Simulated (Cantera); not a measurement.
Cantera run, input and output.

```python
import numpy as np
import cantera as ct

gas = ct.Solution("gri30.yaml")
gas.TPX = 1450, 13332, {'CO': 0.0082, 'O2': 0.0038, 'H2O': 0.0003, 'N2': 1}
reactor = ct.IdealGasConstPressureReactor(gas, energy="off", clone=False)
net = ct.ReactorNet([reactor])
net.rtol, net.atol = 1e-08, 1e-18
show = ['CO', 'O2', 'H2O', 'NO', 'H2', 'N2O']
times = np.geomspace(0.0002, 8, 14)

steps = ct.SolutionArray(gas, extra=["t"])
rows = []
print(f"{'t/s':>10s}{'T/K':>9s}{'P/Pa':>11s}" + "".join(f"{s:>11s}" for s in show))
for t in times:
    while net.time < t:
        t_next = net.step()
        steps.append(gas.state, t=t_next)
    rows.append([np.interp(t, steps.t, y) for y in (steps.T, steps.P, *steps(*show).X.T)])
    print(f"{t:10.3e}{rows[-1][0]:9.1f}{rows[-1][1]:11.4g}" + "".join(f"{x:11.3e}" for x in rows[-1][2:]))
rate = np.gradient(steps.T, steps.t)
print("integrator steps:", len(steps.t))
if steps.T.max() > steps.T[0] + 200:
    print(f"time of steepest temperature rise: {steps.t[rate.argmax()]:.4e} s")
gas.TPX = 1450, 13332, {'CO': 0.0082, 'O2': 0.0038, 'H2O': 0.0003, 'N2': 1}
gas.equilibrate("TP")
print(f"equilibrium (TP): T = {gas.T:.1f} K  " + "  ".join(f"{s} {gas[s].X[0]:.3e}" for s in show))
```

It prints:

```
       t/s      T/K       P/Pa         CO         O2        H2O         NO         H2        N2O
 2.000e-04   1450.0  1.333e+04  8.100e-03  3.754e-03  2.964e-04  6.737e-17  2.747e-15  1.129e-14
 4.519e-04   1450.0  1.333e+04  8.100e-03  3.754e-03  2.964e-04  3.979e-16  4.132e-14  3.205e-14
 1.021e-03   1450.0  1.333e+04  8.100e-03  3.754e-03  2.964e-04  2.316e-15  6.132e-13  1.057e-13
 2.307e-03   1450.0  1.333e+04  8.100e-03  3.754e-03  2.964e-04  1.292e-14  8.349e-12  4.115e-13
 5.213e-03   1450.0  1.333e+04  8.100e-03  3.754e-03  2.964e-04  7.439e-14  1.087e-10  1.938e-12
 1.178e-02   1450.0  1.333e+04  8.100e-03  3.754e-03  2.963e-04  6.184e-13  1.720e-09  1.447e-11
 2.661e-02   1450.0  1.333e+04  8.093e-03  3.747e-03  2.957e-04  2.396e-11  8.596e-08  5.303e-10
 6.013e-02   1450.0  1.333e+04  6.625e-03  2.612e-03  1.319e-04  7.901e-08  1.043e-05  8.796e-08
 1.359e-01   1450.0  1.333e+04  4.711e-03  1.411e-03  1.505e-05  2.287e-06  7.560e-06  8.287e-08
 3.070e-01   1450.0  1.333e+04  3.812e-03  1.258e-03  4.061e-05  6.146e-06  1.409e-05  6.033e-08
 6.935e-01   1450.0  1.333e+04  2.673e-03  9.172e-04  1.156e-04  9.531e-06  2.296e-05  4.179e-08
 1.567e+00   1450.0  1.333e+04  1.766e-03  5.500e-04  1.986e-04  1.132e-05  2.265e-05  3.277e-08
 3.541e+00   1450.0  1.333e+04  1.211e-03  2.971e-04  2.448e-04  1.215e-05  1.779e-05  2.667e-08
 8.000e+00   1450.0  1.333e+04  8.955e-04  1.460e-04  2.668e-04  1.257e-05  1.379e-05  2.017e-08
integrator steps: 1135
equilibrium (TP): T = 1450.0 K  CO 5.857e-04  O2 6.401e-09  H2O 2.880e-04  NO 1.870e-07  H2 9.403e-06  N2O 4.774e-12
```

Cantera simulation using GRI-Mech 3.0 (53 species, 325 reactions); the numbers are that mechanism's predictions, not measurements.
